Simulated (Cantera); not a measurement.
**Hydrocarbon pyrolysis for carbon deposition**

An isothermal, constant-pressure homogeneous reactor starts with 5.26 % C3H8, 94.7 % H2, at 1598 K and 1.00 bar.

Cantera simulation using GRI-Mech 3.0 (53 species, 325 reactions); the numbers are that mechanism's predictions, not measurements. GRI-Mech 3.0 was tuned for natural gas; its chemistry of propane as a main component is partial and can be far from experiment. GRI-Mech 3.0 stops at C3 and has no aromatics, soot or wall deposition, so with more carbon than oxygen in the feed, carbon stays in small species such as C2H2 where larger ones or solid carbon would form.

| t (s) | x C3H8 | x H2 | x C2H | x C2H2 | x C2H4 |
|---|---|---|---|---|---|
| 5.00e-6 | 0.0381 | 0.934 | 1.40e-10 | 6.57e-5 | 0.0120 |
| 1.69e-5 | 0.00712 | 0.905 | 6.59e-9 | 0.00207 | 0.0385 |
| 5.74e-5 | 0.000193 | 0.899 | 8.38e-9 | 0.00777 | 0.0396 |
| 0.000195 | 1.87e-6 | 0.899 | 4.71e-9 | 0.0129 | 0.0345 |
| 0.000660 | 9.63e-8 | 0.900 | 4.65e-9 | 0.0199 | 0.0271 |
| 0.00224 | 4.46e-8 | 0.901 | 6.61e-9 | 0.0317 | 0.0146 |
| 0.00758 | 1.44e-8 | 0.901 | 7.71e-9 | 0.0405 | 0.00509 |
| 0.0257 | 1.18e-8 | 0.901 | 7.78e-9 | 0.0413 | 0.00418 |
| 0.0871 | 1.19e-8 | 0.901 | 7.76e-9 | 0.0412 | 0.00417 |
| 0.295 | 1.19e-8 | 0.901 | 7.70e-9 | 0.0410 | 0.00415 |
| 1.00 | 1.20e-8 | 0.901 | 7.66e-9 | 0.0409 | 0.00413 |
x: mole fraction; the columns are a selection and need not sum to one.

Equilibrium at this temperature and pressure: C3H8 1.20e-8, H2 0.901, C2H 7.66e-9, C2H2 0.0408, C2H4 0.00413 (gas phase only).
